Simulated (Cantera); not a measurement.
## Equilibrium for carbon deposition, reforming and gasification: CH4 + CO2 + H2

Feed: 1 mol CH4, 2.7 mol CO2, a varied amount of H2, equilibrated at 1900 K and 0.133 bar.

Cantera equilibrium calculation (NASA polynomials, part measured and part estimated; ideal gas, pure solids and liquids). Candidate condensed phases: C, C6H6, C7H8, C8H18, H2O; 110 gas species. Kinetics and transport are ignored.

From 4.8 mol H2 to 97 mol H2 nothing is condensed. The main C-bearing gas is CO throughout.

```csv
n(H2) (mol),log p H2,log p CO,log p H2O,log p CO2,log p H,log p OH,log p O
4.8,-1.17,-1.36,-1.73,-2.54,-3.69,-5.33,-7.97
18,-0.99,-1.69,-2.04,-3.37,-3.59,-5.73,-8.46
31,-0.94,-1.88,-2.22,-3.78,-3.57,-5.94,-8.69
44,-0.93,-2.01,-2.35,-4.06,-3.56,-6.07,-8.83
58,-0.91,-2.11,-2.46,-4.28,-3.56,-6.18,-8.95
71,-0.91,-2.19,-2.54,-4.45,-3.55,-6.27,-9.04
84,-0.90,-2.26,-2.60,-4.59,-3.55,-6.34,-9.11
97,-0.90,-2.32,-2.66,-4.71,-3.55,-6.40,-9.17
```
log p: log10 of the partial pressure in bar; nothing condenses.
